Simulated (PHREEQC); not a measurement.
## Metal-bearing waste water

Consider water at 42 °C with 0.00098 mol/kgw CuSO4, 9.4e-05 mol/kgw HCl and 0.00011 mol/kgw Na2SO4. Closed to the air; pH follows from the charge balance.

The numbers come from PHREEQC with the ion-association model, phreeqc.dat.

Each row changes one thing in this solution. Precipitation was switched off in this run.

```tsv
case	pH	ionic strength (mol/kgw)	SO4-2 (mol/kgw)	HSO4- (mol/kgw)	NaSO4- (mol/kgw)	SI of Halite (NaCl)
as made	4.10	0.00388	0.000969	9.09e-6	8.95e-7	-9.33
CuSO4 replaced by K2SO4 at the same molality	4.10	0.00331	0.00106	1.00e-5	1.00e-6	-9.33
CuSO4 left out	4.04	0.000421	0.000109	1.32e-6	1.20e-7	-9.29
temperature from 42 to 75 °C	4.15	0.00380	0.000946	1.87e-5	1.02e-6	-9.36
HCl from 9.4e-05 to 4.7e-05 mol/kgw	4.40	0.00384	0.000972	4.59e-6	9.00e-7	-9.63
diluted 2-fold with water	4.37	0.00202	0.000507	2.66e-6	2.52e-7	-9.92
temperature from 42 to 85 °C	4.17	0.00378	0.000938	2.33e-5	1.05e-6	-9.37
```

Complexes and solids missing from the database can't appear. Away from 25 °C the constants follow the database's enthalpies or fits; those with neither stay at their 25 °C values.
